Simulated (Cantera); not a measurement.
An adiabatic, constant-volume homogeneous reactor starts with CH4 : O2 : N2 = 1 : 4.55 : 17.1 (molar parts), equivalence ratio 0.44, at 1100 K and 180000 Pa.

Detailed kinetics in Cantera: GRI-Mech 3.0 (53 species, 325 reactions).

Problem. Predict: time of steepest temperature rise; temperature at 10.0 s; equilibrium temperature; x(O2) at 10.0 s; x(H2O2) at 10.0 s.

Solution. 
- time of steepest temperature rise: 75.1 ms
- temperature at 10.0 s: 2248 K
- equilibrium temperature: 2248 K
- x(O2) at 10.0 s: 0.107 (gas-phase equilibrium 0.107)
- x(H2O2) at 10.0 s: 2.09e-7 (gas-phase equilibrium 2.09e-7)
